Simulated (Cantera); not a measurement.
A closed system holds: 1 mol Pb, 9.4 mol CO, 1.5 mol N2, 1.8 mol O2, held at 1400 Pa.

These are equilibrium values from Cantera (NASA tables, ideal gas, pure condensed phases), not measurements of a reactor. Candidate condensed phases: C, Pb, PbO, PbO2, Pb3O4; 27 gas species. Rates play no part.

x: gas mole fraction; n: condensed amount in mol.

```csv
T (K),x CO,x CO2,x N2,x Pb,x PbO,x Pb2,n Pb(l)
1150,0.521,0.323,0.135,0.0207,2.89e-7,(withheld),0.770
1175,0.516,0.320,0.133,0.0311,6.14e-7,(withheld),0.650
1200,0.508,0.315,0.131,0.0459,1.26e-6,(withheld),0.475
1225,0.497,0.308,0.128,0.0668,2.52e-6,(withheld),0.220
1250,0.487,0.303,0.126,0.0840,4.31e-6,(withheld),0
1275,0.487,0.303,0.126,0.0840,5.78e-6,(withheld),0
1300,0.487,0.303,0.126,0.0840,7.66e-6,(withheld),0
1325,0.487,0.303,0.126,0.0840,1.00e-5,(withheld),0
1350,0.487,0.303,0.126,0.0840,1.30e-5,(withheld),0
1375,0.487,0.303,0.126,0.0840,1.67e-5,(withheld),0
1400,0.487,0.302,0.126,0.0840,2.13e-5,(withheld),0
1425,0.487,0.302,0.126,0.0840,2.69e-5,(withheld),0
1450,0.487,0.302,0.126,0.0840,3.37e-5,(withheld),0
1475,0.487,0.302,0.126,0.0840,4.18e-5,(withheld),0
```

Question: Some entries are withheld; supply them.

Answer: 
- 1150, x Pb2: 4.52e-7
- 1175, x Pb2: 8.93e-7
- 1200, x Pb2: 1.71e-6
- 1225, x Pb2: 3.19e-6
- 1250, x Pb2: 4.49e-6
- 1275, x Pb2: 4.00e-6
- 1300, x Pb2: 3.59e-6
- 1325, x Pb2: 3.22e-6
- 1350, x Pb2: 2.91e-6
- 1375, x Pb2: 2.64e-6
- 1400, x Pb2: 2.40e-6
- 1425, x Pb2: 2.18e-6
- 1450, x Pb2: 2.00e-6
- 1475, x Pb2: 1.83e-6
